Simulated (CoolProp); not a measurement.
Vapour-liquid equilibrium of R134a (1) + R227EA (2) at 0.177 MPa; x and y are mole fractions of (1).

Model: multi-fluid Helmholtz-energy mixture model, Tillner-Roth 1994 and Lemmon 2016; pair parameters Bell 2016, in CoolProp.

| x | bubble temperature (K) | y at the bubble point | dew temperature at overall composition x (K) | liquid density (mol/L) |
|---|---|---|---|---|
| 0.05 | 269.6 | 0.080 | 270.0 | 8.957 |
| 0.2 | … | 0.286 | … | 9.465 |
| 0.35 | 265.3 | 0.454 | 266.5 | 10.01 |
| 0.5 | 263.7 | 0.597 | 264.7 | 10.61 |
| 0.65 | 262.3 | 0.724 | 263.1 | 11.27 |
| 0.8 | … | 0.843 | 261.6 | 12.00 |
| 0.95 | 260.3 | 0.960 | 260.4 | 12.81 |

### Question
Complete the blanks.

### Answer

- 0.2, bubble temperature (K): 267.2
- 0.2, dew temperature at overall composition x (K): 268.2
- 0.8, bubble temperature (K): 261.2

No azeotrope shows between x = 0.05 and 0.95.

Pair parameters are fitted to limited data, so mixtures are less certain than the pure fluids.
